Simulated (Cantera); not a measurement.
What does this Cantera script print?

```python
import numpy as np
import cantera as ct

gas_names = """
    Br Br2 H HBr HNO HNO2 HNO3 HO2 H2 H2O H2O2 Mg MgBr MgBr2 MgH MgN MgO MgOH MgO2H2 Mg2 N NH NH2 NH3
    NH2OH NO NO2 NO3 N2 N2H2 N2H4 N2O O OH O2 O3
""".split()
cond_names = """
    Br2(cr) Br2(L) H2O(s) H2O(L) Mg(cr) Mg(L) MgBr2(s) MgBr2(L) MgO(s) MgO(L) MgO2H2(s)
""".split()


# ... load() reads the species with a 1 bar reference pressure and builds the phases ...
atoms = {
    'MgO': {'Mg': 1, 'O': 1},
    'HBr': {'H': 1, 'Br': 1},
    'N2': {'N': 2},
}
top_T = {}  # K; cautious upper limits of use, not melting points


# ... equilibrate(T, P, feed) seeds the gas with the atoms and calls Mixture.equilibrate('TP', solver="vcs", rtol=1e-11, max_steps=5000) ...
results = []
feed = {'MgO': 1, 'HBr': 39, 'N2': 11}  # mol
T = 1423.15  # K
P = 100000  # Pa
mix = equilibrate(T, P, feed)
results.append((T, P, feed, dict(zip(mix.species_names, mix.species_moles))))
print(gas.report(threshold=0.001))
for i in range(1, mix.n_phases):
    print(f"{mix.phase(i).name:16s} {mix.phase_moles(i):12.5e} mol")
```

It prints:

```
       temperature   1423.2 K
          pressure   1e+05 Pa
           density   0.58976 kg/m^3
  mean mol. weight   69.785 kg/kmol
   phase of matter   gas

                          1 kg             1 kmol
                     ---------------   ---------------
          enthalpy           -38.302           -2672.9  J
   internal energy        -1.696e+05       -1.1835e+07  J
           entropy            3645.2        2.5438e+05  J/K
    Gibbs function       -5.1877e+06       -3.6202e+08  J
 heat capacity c_p            502.85             35091  J/K
 heat capacity c_v             383.7             26777  J/K

                      mass frac. Y      mole frac. X     chem. pot. / RT
                     ---------------   ---------------   ---------------
                Br         0.0096558          0.008433           -18.315
               Br2         0.0043066         0.0018806           -36.631
               HBr           0.84023           0.72469           -30.091
                H2        0.00017613         0.0060968           -23.551
               H2O         0.0051412          0.019916           -50.435
             MgBr2          0.052543          0.019916           -71.368
                N2          0.087943           0.21907            -27.37
     [  +29 minor]        7.3325e-08        6.1078e-07

Br2(L)            0.00000e+00 mol
Mg(L)             0.00000e+00 mol
MgBr2(L)          0.00000e+00 mol
MgO(s)            0.00000e+00 mol
```

Method: chemical equilibrium by Gibbs-energy minimisation in Cantera with the NASA 1993 tables (ideal gas, pure condensed phases).
